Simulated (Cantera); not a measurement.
An isothermal, constant-pressure homogeneous reactor starts with C3H8 : H2 = 1 : 39 (molar parts), at 1975 K and 0.0263 atm. Integrator tolerance rtol = 1e-08.

Model: GRI-Mech 3.0 (53 species, 325 reactions), integrated in Cantera. GRI-Mech 3.0 was tuned for natural gas; its chemistry of propane as a main component is partial and can be far from experiment. GRI-Mech 3.0 stops at C3 and has no aromatics, soot or wall deposition, so with more carbon than oxygen in the feed, carbon stays in small species such as C2H2 where larger ones or solid carbon would form. Radical loss at walls, strong at low pressure, is not modelled.

### Question
What does this change do: temperature 1975 to 1248 K?

### Answer
```json
[
 {"quantity": "x(C3H8) at 50.0 s", "before": "<1e-12 (gas-phase equilibrium <1e-12)", "after": "1.01e-9 (gas-phase equilibrium 5.07e-10)"},
 {"quantity": "x(H2) at 50.0 s", "before": "0.957 (gas-phase equilibrium 0.957)", "after": "0.951 (gas-phase equilibrium 0.937)"},
 {"quantity": "x(C2H6) at 50.0 s", "before": "9.78e-11 (gas-phase equilibrium 9.79e-11)", "after": "5.61e-6 (gas-phase equilibrium 2.97e-6)"},
 {"quantity": "x(C2H2) at 50.0 s", "before": "0.0347 (gas-phase equilibrium 0.0347)", "after": "0.0200 (gas-phase equilibrium 0.00932)"},
 {"quantity": "x(CH4) at 50.0 s", "before": "8.23e-5 (gas-phase equilibrium 8.24e-5)", "after": "0.0258 (gas-phase equilibrium 0.0521)"},
 {"quantity": "x(CH3) at 50.0 s", "before": "1.40e-5 (gas-phase equilibrium 1.40e-5)", "after": "2.61e-6 (gas-phase equilibrium 3.00e-6)"},
 {"quantity": "x(CH2) at 50.0 s", "before": "1.54e-7 (gas-phase equilibrium 1.55e-7)", "after": "7.58e-12 (gas-phase equilibrium 4.95e-12)"}
]
```
